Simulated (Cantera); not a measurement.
Charge: 1 mol CO, 0.68 mol H2, equilibrated at 2275 K and 21.0 Pa.

Method: chemical equilibrium by Gibbs-energy minimisation in Cantera with the NASA 1993 tables (ideal gas, pure condensed phases). Candidate condensed phases: C, C6H6, C7H8, C8H18, H2O; 110 gas species. The numbers say what is thermodynamically allowed, not how fast it happens.

**Question.** What is the equilibrium state?

**Answer.** 
- x(CO) = 0.515
- x(H) = 0.271
- x(H2) = 0.214
- gas amount = 1.944 mol
- log10 activity of C(graphite) (absent) = -2.16
